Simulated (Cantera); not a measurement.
Feed: 1 mol FeS₂, 1.7 mol H₂, at 1375 K and 1.80 bar.

These are equilibrium values from Cantera (NASA tables, ideal gas, pure condensed phases), not measurements of a reactor. Candidate condensed phases: Fe, FeS, FeS₂, S; 8 gas species. FeS: taken at fixed stoichiometry. Kinetics and transport are ignored.

Base state: H₂S 0.543, H₂ 0.439, S₂ 0.0172, SH 0.000818 (mole fractions); condensed: FeS(s).

### Question
What changes in the equilibrium state with this change: H₂ from 1.7 to 0.35 mol?

### Answer
| species | before | after |
|---|---|---|
| S₂ | 0.0172 | 0.498 |
| H₂S | 0.543 | 0.435 |
| H₂ | 0.439 | 0.0654 |
| SH | 0.000818 | 0.00170 |
| FeS(s), mol | 1.00 | 1.00 |

### Question
What changes in the equilibrium state with this change: pressure from 1.80 bar to 0.000180 bar?

### Answer
```json
[
 {"species": "H₂", "before": "0.439", "after": "0.750"},
 {"species": "S₂", "before": "0.0172", "after": "0.213"},
 {"species": "H₂S", "before": "0.543", "after": "0.0326"},
 {"species": "Fe", "before": "<1e-9", "after": "1.04e-5"},
 {"species": "S", "before": "8.17e-7", "after": "0.000288"},
 {"species": "H", "before": "1.69e-6", "after": "0.000221"},
 {"species": "FeS(s), mol", "before": "1.00", "after": "1.000"}
]
```

### Question
What changes in the equilibrium state with this change: pressure from 1.80 bar to 0.100 bar?

### Answer
```csv
species,before,after
H₂,0.439,0.550
H₂S,0.543,0.361
S₂,0.0172,0.0869
SH,0.000818,0.00206
"FeS(s), mol",1.00,1.00
```
